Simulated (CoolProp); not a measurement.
CF4 (R14) at 293.15 K and 0.854 MPa flows at 3.1 m/s in a round tube of 100 mm bore and 0.25 µm roughness, fully developed (64/Re and Nu = 3.66 if laminar; Colebrook and Gnielinski if turbulent). Each further row changes one setting.

The numbers come from the reference Helmholtz-energy equation of state, Platzer 1990 in CoolProp. This equation is an older, rougher fit.

| case | Reynolds number | Darcy friction factor | pressure drop (Pa/m) | heat-transfer coefficient (W/(m² K)) | mass flow (kg/h) |
|---|---|---|---|---|---|
| as stated | 568000 | 0.0129 | 19.8 | 122 | 2800 |
| velocity 6.2 m/s | 1140000 | 0.0115 | 70.3 | 217 | 5590 |
| diameter 200 mm | 1140000 | 0.0114 | 8.76 | 108 | 11200 |

Viscosity comes from a separate model (Huber 2003), an estimate that may be off by 10 % or more. Thermal conductivity comes from a separate model (Huber 2003), an estimate that may be off by 10 % or more.
